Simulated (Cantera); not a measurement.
What does this Cantera script print?

```python
import numpy as np
import cantera as ct

gas = ct.Solution("gri30.yaml")
gas.TPX = 1148, 11000, {'N2O': 0.15, 'H2O': 0.016}
reactor = ct.IdealGasConstPressureReactor(gas, energy="off", clone=False)
net = ct.ReactorNet([reactor])
net.rtol, net.atol = 1e-08, 1e-18
show = ['N2O', 'H2O', 'NO', 'H2O2', 'O2', 'HO2']
times = np.geomspace(0.0009, 200, 10)

steps = ct.SolutionArray(gas, extra=["t"])
rows = []
print(f"{'t/s':>10s}{'T/K':>9s}{'P/Pa':>11s}" + "".join(f"{s:>11s}" for s in show))
for t in times:
    while net.time < t:
        t_next = net.step()
        steps.append(gas.state, t=t_next)
    rows.append([np.interp(t, steps.t, y) for y in (steps.T, steps.P, *steps(*show).X.T)])
    print(f"{t:10.3e}{rows[-1][0]:9.1f}{rows[-1][1]:11.4g}" + "".join(f"{x:11.3e}" for x in rows[-1][2:]))
rate = np.gradient(steps.T, steps.t)
print("integrator steps:", len(steps.t))
if steps.T.max() > steps.T[0] + 200:
    print(f"time of steepest temperature rise: {steps.t[rate.argmax()]:.4e} s")
gas.TPX = 1148, 11000, {'N2O': 0.15, 'H2O': 0.016}
gas.equilibrate("TP")
print(f"equilibrium (TP): T = {gas.T:.1f} K  " + "  ".join(f"{s} {gas[s].X[0]:.3e}" for s in show))
```

Result:

```
       t/s      T/K       P/Pa        N2O        H2O         NO       H2O2         O2        HO2
 9.000e-04   1148.0    1.1e+04  9.036e-01  9.638e-02  2.084e-06  6.813e-11  1.126e-05  1.730e-07
 3.535e-03   1148.0    1.1e+04  9.035e-01  9.638e-02  8.607e-06  9.925e-09  4.727e-05  2.028e-06
 1.388e-02   1148.0    1.1e+04  9.030e-01  9.636e-02  3.160e-05  1.731e-07  1.982e-04  5.057e-06
 5.451e-02   1148.0    1.1e+04  9.010e-01  9.629e-02  1.042e-04  1.136e-07  8.013e-04  3.943e-06
 2.141e-01   1148.0    1.1e+04  8.935e-01  9.605e-02  3.576e-04  6.116e-08  3.153e-03  2.843e-06
 8.408e-01   1148.0    1.1e+04  8.651e-01  9.511e-02  1.463e-03  2.533e-08  1.216e-02  1.612e-06
 3.302e+00   1148.0    1.1e+04  7.658e-01  9.182e-02  5.760e-03  1.207e-08  4.404e-02  6.296e-07
 1.297e+01   1148.0    1.1e+04  4.973e-01  8.291e-02  1.744e-02  9.253e-09  1.308e-01  1.646e-07
 5.093e+01   1148.0    1.1e+04  1.289e-01  7.067e-02  3.265e-02  6.624e-09  2.503e-01  2.651e-08
 2.000e+02   1148.0    1.1e+04  3.944e-03  6.652e-02  3.606e-02  1.029e-09  2.917e-01  4.330e-09
integrator steps: 1666
equilibrium (TP): T = 1148.0 K  N2O 3.001e-09  H2O 6.639e-02  NO 1.404e-04  H2O2 1.809e-10  O2 3.111e-01  HO2 4.617e-09
```

Computed with Cantera and GRI-Mech 3.0 (53 species, 325 reactions). GRI-Mech 3.0 was tuned for natural gas; its chemistry of N2O as a main component is partial and can be far from experiment. The mechanism lacks the step 2 NO + O2 → 2 NO2, which can matter for NO2 below about 1400 K. The temperature is held fixed by assumption; the heat of reaction is taken as removed at once.
